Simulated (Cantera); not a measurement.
Cantera run, input and output.

```python
import numpy as np
import cantera as ct

gas = ct.Solution("gri30.yaml")


def delay(T, t_max=10):
    gas.TPX = T, 1000000, {'CO': 1, 'H2': 0.46, 'CH4': 0.36, 'O2': 2.74, 'N2': 10.3}
    reactor = ct.IdealGasConstPressureReactor(gas, clone=False)
    net = ct.ReactorNet([reactor])
    net.rtol, net.atol = 1e-8, 1e-16
    while net.time < t_max:
        t_old, T_old = net.time, reactor.T
        net.step()
        if reactor.T > T + 400:  # ignition: a rise of 400 K
            return t_old + (T + 400 - T_old) / (reactor.T - T_old) * (net.time - t_old)
    return np.nan


taus = []
for T in [1023, 1073, 1123, 1173, 1223, 1273, 1323, 1373, 1423, 1473]:
    taus.append(delay(T))
    print(f"T0 = {T:6g} K   tau = {taus[-1]:.4e} s")
```

It prints:

```
T0 =   1023 K   tau = 5.0028e-03 s
T0 =   1073 K   tau = 1.5801e-03 s
T0 =   1123 K   tau = 5.6485e-04 s
T0 =   1173 K   tau = 2.3867e-04 s
T0 =   1223 K   tau = 1.1875e-04 s
T0 =   1273 K   tau = 6.6760e-05 s
T0 =   1323 K   tau = 4.0964e-05 s
T0 =   1373 K   tau = 2.6837e-05 s
T0 =   1423 K   tau = 1.8513e-05 s
T0 =   1473 K   tau = 1.3326e-05 s
```

Cantera simulation using GRI-Mech 3.0 (53 species, 325 reactions); the numbers are that mechanism's predictions, not measurements.
